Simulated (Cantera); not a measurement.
Cantera run:

```python
import numpy as np
import cantera as ct

gas_names = """
    CL CLO CL2 Mg MgCL MgCL2 MgO Mg2 O O2 O3 Ti TiCL TiCL2 TiCL3 TiCL4 TiO TiOCL TiOCL2 TiO2
""".split()
cond_names = """
    Mg(cr) Mg(L) MgCL2(s) MgCL2(L) MgO(s) MgO(L) MgTiO3(s) MgTiO3(L) MgTi2O5(s) MgTi2O5(L) Mg2TiO4(s)
    Mg2TiO4(L) Ti(a) Ti(b) Ti(L) TiCL2(s) TiCL3(s) TiCL4(L) TiO(a) TiO(b) TiO(L) TiO2(ru) TiO2(L)
    Ti2O3(a) Ti2O3(b) Ti2O3(L) Ti3O5(a) Ti3O5(b) Ti3O5(L) Ti4O7(s) Ti4O7(L)
""".split()


# ... load() reads the species with a 1 bar reference pressure and builds the phases ...
atoms = {
    'TiO2': {'Ti': 1, 'O': 2},
    'MgCl2': {'Mg': 1, 'CL': 2},
    'O2': {'O': 2},
    'MgO': {'Mg': 1, 'O': 1},
}
top_T = {'TiCL2(s)': 1300, 'TiCL3(s)': 1000}  # K; cautious upper limits of use, not melting points


# ... equilibrate(T, P, feed) seeds the gas with the atoms and calls Mixture.equilibrate('TP', solver="vcs", rtol=1e-11, max_steps=5000) ...
results = []
T = 1050  # K
P = 100000  # Pa
for m in [0.23, 0.28, 0.35, 0.44, 0.55, 0.68, 0.85, 1.1, 1.3, 1.6]:
    feed = {'TiO2': 1, 'MgCl2': 0.6, 'O2': 1.2, 'MgO': m}  # mol
    mix = equilibrate(T, P, feed)
    results.append((T, P, feed, dict(zip(mix.species_names, mix.species_moles))))

top = {s: max(r[3][s] / sum(r[3][g] for g in gas_names) for r in results) for s in gas_names}
cols = sorted((s for s in top if top[s] > 0.001), key=lambda s: -top[s])[:5]
seen = [c for c in cond_names if any(r[3].get(c, 0) > 1e-12 for r in results)]
print("log10 of partial pressures in bar; condensed amounts in mol")
print(f"{'n(MgO)':>10s}" + "".join(f"{s[:9]:>10s}" for s in cols + seen))
for T, P, feed, n in results:
    ng = sum(n[g] for g in gas_names)
    print(f"{feed['MgO']:10.4g}" + "".join(f"{np.log10(max(n[s] / ng * P / 1e5, 1e-99)):10.3f}" for s in cols)
          + "".join(f"{n.get(c, 0):10.4g}" for c in seen))
```

Output:

```
log10 of partial pressures in bar; condensed amounts in mol
    n(MgO)        O2       CL2    MgO(s) MgTiO3(s) MgTi2O5(s Mg2TiO4(s
      0.23    -0.222    -0.398         0      0.66      0.17         0
      0.28    -0.222    -0.398         0      0.76      0.12         0
      0.35    -0.222    -0.398         0       0.9   0.05001         0
      0.44    -0.222    -0.398         0    0.9601         0   0.03991
      0.55    -0.222    -0.398         0    0.8501         0    0.1499
      0.68    -0.222    -0.398         0    0.7201         0    0.2799
      0.85    -0.222    -0.398         0    0.5501         0    0.4499
       1.1    -0.222    -0.398         0    0.3001         0    0.6999
       1.3    -0.222    -0.398         0    0.1001         0    0.8999
       1.6    -0.222    -0.398    0.1999         0         0         1
```

These are equilibrium values from Cantera (NASA tables, ideal gas, pure condensed phases), not measurements of a reactor. Mutual solubility and eutectic melting of coexisting phases are not modelled. Condensed phases not in the tables: TiOCl, alloys, solid solutions and most ternary compounds.
